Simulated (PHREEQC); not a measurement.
0.066 g of hydrous ferric oxide (600 m²/g; 0.2 weak and 0.005 strong sites per Fe, Dzombak-Morel constants, diffuse double layer) in 1 kg of water with 0.01 mol/kgw of an inert sodium salt and 5.5e-07 mol H3BO3 and 0.00017 mol NaF, at 25 °C; the pH is set by adding NaOH or the inert anion's acid. Oxygen is held at 0.21 atm. The system is closed to CO2. Nothing may precipitate in this run.

Base run: PHREEQC, ion-association model, wateq4f.dat. Each further column changes one thing. The table gives surface charge σ (C/m²).

```tsv
pH	base	background salt from 0.01 to 0.001 mol/kgw	oxide from 0.066 to 0.33 g/kgw	8.8e-05 mol/kgw NiCl2 added
3	0.183	___	0.262	0.184
3.67	0.139	0.067	0.206	0.140
4.33	0.103	0.043	0.143	0.104
5	0.072	0.028	0.090	0.073
5.67	0.048	___	0.054	0.048
6.33	0.030	0.011	0.031	0.031
7	0.016	0.006	0.016	0.020
7.67	0.006	0.002	0.006	0.016
8.33	-0.003	-0.001	-0.003	0.013
9	-0.013	___	-0.013	___
9.67	-0.029	-0.011	-0.029	0.006
10.33	-0.056	-0.024	-0.056	-0.001
11	-0.100	-0.056	-0.100	-0.013
```

**Question.** Some entries are withheld; supply them.

**Answer.** 
- 3, background salt from 0.01 to 0.001 mol/kgw: 0.116
- 5.67, background salt from 0.01 to 0.001 mol/kgw: 0.018
- 9, background salt from 0.01 to 0.001 mol/kgw: -0.005
- 9, 8.8e-05 mol/kgw NiCl2 added: 0.010

Real BF4- forms and hydrolyses slowly; the run takes it at equilibrium. The oxide is taken as insoluble; below pH 4 it would dissolve. In at least one series the solution becomes supersaturated in solids that the run did not let form, among them Ni(OH)2.
